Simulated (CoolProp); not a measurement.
The fluid at 339.94 K and 0.659 MPa expands adiabatically to 0.0813 MPa with isentropic efficiency 0.7. The same conditions are run with several fluids, on thermodynamics alone (safety and materials aside).

Model: reference Helmholtz-energy equation of state of each fluid (R236FA: Pan 2012; propane: Lemmon 2009; R1132(E): Akasaka 2024; propylene: Lemmon 2013; R13: Platzer 1990), in CoolProp. The equations of Platzer and Polt are older, rougher fits.

| fluid | work (kJ/kg) | final temperature (K) | final density (kg/m³) |
|---|---|---|---|
| R236FA | 23.3 | 302.8 | 5.03 |
| propane | 79.9 | 286.6 | 1.53 |
| R1132(E) | 54.2 | 277.0 | 2.29 |
| propylene | 82.7 | 280.4 | 1.49 |
| R13 | 34.0 | 283.5 | 3.64 |
